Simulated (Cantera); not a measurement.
## Stirred combustor or abatement burner

A perfectly stirred reactor is fed with 5.29 % CH4, 0.185 % C2H6, 17.8 % O2, 67.2 % N2, 9.52 % CO2, at 1.00 bar; it is adiabatic with a 598 K inlet, and is followed from long to short residence time, starting on the burning branch (τ in s: 0.03, 0.013, 0.0059, 0.0026, 0.0012, 0.00051, 0.00023, 0.0001, 4.4e-05, 2e-05).

Computed with Cantera and GRI-Mech 3.0 (53 species, 325 reactions).

```tsv
τ (s)	T (K)	x CH4	x C2H6	x O2	x CH2O	x HCN	x NO	x C2H2
0.030	1760	2.20e-5	1.93e-7	0.0663	2.77e-6	6.88e-9	1.11e-5	2.24e-7
0.013	1748	3.80e-5	3.41e-7	0.0667	4.90e-6	9.68e-9	9.18e-6	2.67e-7
0.0059	1731	6.46e-5	5.86e-7	0.0673	8.42e-6	1.44e-8	7.61e-6	2.95e-7
0.0026	1705	0.000116	1.05e-6	0.0684	1.49e-5	2.32e-8	6.33e-6	3.11e-7
0.0012	1670	0.000211	1.90e-6	0.0701	2.61e-5	3.76e-8	5.28e-6	3.20e-7
0.00051	1615	0.000461	4.09e-6	0.0733	5.23e-5	6.52e-8	3.87e-6	3.68e-7
0.00023	1528	0.00140	1.25e-5	0.0803	0.000133	1.16e-7	1.74e-6	7.57e-7
0.00010	598	0.0529	0.00185	0.178	<1e-12	<1e-12	<1e-12	<1e-12
4.4e-5	598	0.0529	0.00185	0.178	<1e-12	<1e-12	<1e-12	<1e-12
2.0e-5	598	0.0529	0.00185	0.178	<1e-12	<1e-12	<1e-12	<1e-12
```
x: mole fraction; the columns are a selection and need not sum to one.
